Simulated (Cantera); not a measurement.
A Cantera script and its output.

```python
import numpy as np
import cantera as ct

gas = ct.Solution("gri30.yaml")
gas.TPX = 2200, 101325, {'CH4': 1, 'CO2': 0.71, 'H2': 0.2, 'H2O': 0.048}
inlet = ct.Reservoir(gas, clone=True)

reactor = ct.IdealGasConstPressureReactor(gas, energy="off", clone=False)
exhaust = ct.Reservoir(gas, clone=True)
tau = [0.5, 0.16, 0.051, 0.016, 0.0052, 0.0017, 0.00053, 0.00017][0]
for a, b in ((inlet, reactor), (reactor, exhaust)):
    ct.MassFlowController(a, b, mdot=lambda t: reactor.mass / tau)
net = ct.ReactorNet([reactor])
show = ['CH4', 'CO2', 'H2', 'HO2', 'CH2CO']

rows = []
print(f"{'tau/s':>10s}{'T/K':>9s}" + "".join(f"{s:>11s}" for s in show))
for tau in [0.5, 0.16, 0.051, 0.016, 0.0052, 0.0017, 0.00053, 0.00017]:
    net.initial_time = 0.0
    net.advance(30 * tau)
    before = gas.X
    net.advance(40 * tau)
    drift = np.max(np.abs(gas.X - before) / (gas.X + 1e-9))
    rows.append([gas.T, *gas[show].X, drift])
    print(f"{tau:10.3e}{gas.T:9.1f}" + "".join(f"{x:11.3e}" for x in gas[show].X))
```

It prints:

```
     tau/s      T/K        CH4        CO2         H2        HO2      CH2CO
 5.000e-01   2200.0  1.786e-03  4.257e-04  5.645e-01  4.479e-14  1.910e-06
 1.600e-01   2200.0  3.036e-03  1.182e-03  5.586e-01  3.348e-13  4.291e-06
 5.100e-02   2200.0  5.190e-03  2.984e-03  5.457e-01  2.009e-12  1.014e-05
 1.600e-02   2200.0  8.921e-03  6.836e-03  5.213e-01  9.341e-12  2.450e-05
 5.200e-03   2200.0  1.509e-02  1.419e-02  4.841e-01  3.159e-11  5.490e-05
 1.700e-03   2200.0  2.586e-02  2.902e-02  4.372e-01  8.016e-11  1.063e-04
 5.300e-04   2200.0  4.801e-02  6.389e-02  3.937e-01  1.480e-10  1.567e-04
 1.700e-04   2200.0  9.354e-02  1.325e-01  3.714e-01  1.838e-10  1.447e-04
```

Model: GRI-Mech 3.0 (53 species, 325 reactions), integrated in Cantera.
